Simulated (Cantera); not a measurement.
## Thermodynamics of halide evaporation, hydrolysis and transport, feed SrCl₂ + O₂ + N₂

Input: 1 mol SrCl₂, 0.089 mol O₂, 0.62 mol N₂, equilibrated at 10.0 Pa.

Cantera equilibrium calculation (NASA polynomials, part measured and part estimated; ideal gas, pure solids and liquids). Candidate condensed phases: Sr, SrCl₂, SrO; 16 gas species. Mutual solubility and eutectic melting of coexisting phases are not modelled. Condensed phases not in the tables: oxide chlorides, the peroxide. Kinetics and transport are ignored.

```json
[
 {"T (K)": "1025", "x N₂": "0.874", "x O₂": "0.126", "x SrCl₂": "5.34e-5", "x Cl": "8.46e-6", "n SrCl₂(s)": "1.000", "n SrO(s)": "0", "n SrCl₂(l)": "0"},
 {"T (K)": "1050", "x N₂": "0.874", "x O₂": "0.125", "x SrCl₂": "0.000133", "x Cl": "1.63e-5", "n SrCl₂(s)": "1.000", "n SrO(s)": "0", "n SrCl₂(l)": "0"},
 {"T (K)": "1075", "x N₂": "0.874", "x O₂": "0.125", "x SrCl₂": "0.000316", "x Cl": "3.03e-5", "n SrCl₂(s)": "1.000", "n SrO(s)": "0", "n SrCl₂(l)": "0"},
 {"T (K)": "1100", "x N₂": "0.874", "x O₂": "0.125", "x SrCl₂": "0.000719", "x Cl": "5.47e-5", "n SrCl₂(s)": "0.999", "n SrO(s)": "1.95e-5", "n SrCl₂(l)": "0"},
 {"T (K)": "1125", "x N₂": "0.873", "x O₂": "0.125", "x SrCl₂": "0.00157", "x Cl": "9.62e-5", "n SrCl₂(s)": "0.999", "n SrO(s)": "3.43e-5", "n SrCl₂(l)": "0"},
 {"T (K)": "1150", "x N₂": "0.871", "x O₂": "0.125", "x SrCl₂": "0.00329", "x Cl": "0.000165", "n SrCl₂(s)": "0", "n SrO(s)": "5.88e-5", "n SrCl₂(l)": "0.998"},
 {"T (K)": "1175", "x N₂": "0.869", "x O₂": "0.125", "x SrCl₂": "0.00645", "x Cl": "0.000270", "n SrCl₂(s)": "0", "n SrO(s)": "9.69e-5", "n SrCl₂(l)": "0.995"},
 {"T (K)": "1200", "x N₂": "0.863", "x O₂": "0.124", "x SrCl₂": "0.0123", "x Cl": "0.000434", "n SrCl₂(s)": "0", "n SrO(s)": "0.000157", "n SrCl₂(l)": "0.991"},
 {"T (K)": "1225", "x N₂": "0.854", "x O₂": "0.122", "x SrCl₂": "0.0227", "x Cl": "0.000683", "n SrCl₂(s)": "0", "n SrO(s)": "0.000249", "n SrCl₂(l)": "0.983"},
 {"T (K)": "1250", "x N₂": "0.838", "x O₂": "0.120", "x SrCl₂": "0.0408", "x Cl": "0.00105", "n SrCl₂(s)": "0", "n SrO(s)": "0.000391", "n SrCl₂(l)": "0.969"},
 {"T (K)": "1275", "x N₂": "0.811", "x O₂": "0.116", "x SrCl₂": "0.0715", "x Cl": "0.00159", "n SrCl₂(s)": "0", "n SrO(s)": "0.000609", "n SrCl₂(l)": "0.945"}
]
```
x: gas mole fraction; n: condensed amount in mol.

From 1025 K to 1075 K the condensed part is SrCl₂(s). From 1100 K to 1125 K the condensed part is SrCl₂(s) + SrO(s). From 1150 K to 1275 K the condensed part is SrCl₂(l) + SrO(s). The main Sr-bearing gas is SrCl₂ throughout.
